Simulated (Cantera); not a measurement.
What does this Cantera script print?

```python
import numpy as np
import cantera as ct

gas = ct.Solution("gri30.yaml")
gas.TP = 300, 100000
flame = ct.CounterflowDiffusionFlame(gas, width=0.02)
flame.fuel_inlet.X, flame.fuel_inlet.T = {'CO': 1, 'H2': 0.035, 'CH4': 0.28}, 373
flame.oxidizer_inlet.X, flame.oxidizer_inlet.T = {'O2': 0.22, 'N2': 0.78}, 673
flame.set_refine_criteria(ratio=3, slope=0.12, curve=0.24, prune=0.03)
show = ['OH', 'H', 'NO', 'CO', 'C2H2']

rows = []
print(f"{'mdot':>8s}{'a_max':>10s}{'a_mean':>10s}{'Tmax/K':>9s}" + "".join(f"{s:>11s}" for s in show) + "   (peak mole fractions)")
for i, mdot in enumerate([0.6, 0.77, 1, 1.3, 1.7, 2.1, 2.8, 3.6, 4.6]):  # kg/m2/s on the oxidiser side
    flame.oxidizer_inlet.mdot, flame.fuel_inlet.mdot = mdot, 1.1 * mdot
    flame.solve(loglevel=0, auto=(i == 0))
    if flame.T.max() < max(373, 673) + 100:
        print(f"{mdot:8.3g}  no burning solution found from the previous one")
        break
    dT = np.abs(np.gradient(flame.T, flame.grid))
    rows.append([flame.strain_rate("max"), flame.strain_rate("mean"), flame.T.max(),
                 *(flame.X[gas.species_index(s)].max() for s in show), max(dT[0], dT[-1]) / dT.max()])
    print(f"{mdot:8.3g}{rows[-1][0]:10.1f}{rows[-1][1]:10.1f}{rows[-1][2]:9.1f}" + "".join(f"{x:11.3e}" for x in rows[-1][3:-1]))
```

Result:

```
    mdot     a_max    a_mean   Tmax/K         OH          H         NO         CO       C2H2   (peak mole fractions)
     0.6     389.0      99.4   2152.0  9.006e-03  6.292e-03  2.477e-04  7.605e-01  5.595e-03
    0.77     490.0     127.6   2132.0  8.933e-03  6.650e-03  2.251e-04  7.605e-01  5.538e-03
       1     625.2     165.7   2112.1  8.825e-03  7.010e-03  2.030e-04  7.605e-01  5.470e-03
     1.3     799.9     215.4   2092.2  8.689e-03  7.373e-03  1.815e-04  7.605e-01  5.368e-03
     1.7    1030.1     281.7   2073.2  8.541e-03  7.733e-03  1.605e-04  7.605e-01  5.246e-03
     2.1    1258.2     348.0   2058.7  8.424e-03  8.001e-03  1.442e-04  7.605e-01  5.101e-03
     2.8    1652.1     464.0   2034.8  8.144e-03  8.292e-03  1.209e-04  7.605e-01  4.783e-03
     3.6    2095.3     596.5   2011.5  7.833e-03  8.467e-03  1.002e-04  7.605e-01  4.405e-03
     4.6    2642.6     762.2   1986.6  7.468e-03  8.543e-03  8.050e-05  7.605e-01  3.939e-03
```

Computed with Cantera and GRI-Mech 3.0 (53 species, 325 reactions). GRI-Mech 3.0 has no aromatics or soot, which form on the fuel side of real flames. The maximum strain rate includes the flame's own expansion and is several times the mean.
